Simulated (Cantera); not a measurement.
Input: 1 mol BaF2, 0.15 mol O2, 500 mol H2, held at 1927 °C.

Method: chemical equilibrium by Gibbs-energy minimisation in Cantera with the NASA 1993 tables (ideal gas, pure condensed phases). Candidate condensed phases: Ba, BaF2, BaO, Ba(OH)2, H2O; 27 gas species. Kinetics and transport are ignored.

x: gas mole fraction; nothing condenses.

| P (Pa) | x H2 | x H | x HF | x BaF |
|---|---|---|---|---|
| 0.100 | 0.0295 | 0.967 | … | 6.61e-5 |
| 1 | 0.200 | 0.796 | … | 0.000107 |
| 10 | 0.570 | 0.425 | 0.00284 | 0.000292 |
| 100 | 0.832 | 0.162 | 0.00293 | 0.000691 |
| 1000 | 0.940 | 0.0546 | … | 0.00114 |
| 10000 | 0.978 | 0.0176 | … | 0.00136 |
| 100000 | 0.990 | 0.00560 | … | 0.00126 |

What belongs in the gaps?


- 0.100, x HF: 0.00194
- 1, x HF: 0.00228
- 1000, x HF: 0.00256
- 10000, x HF: 0.00206
- 100000, x HF: 0.00155
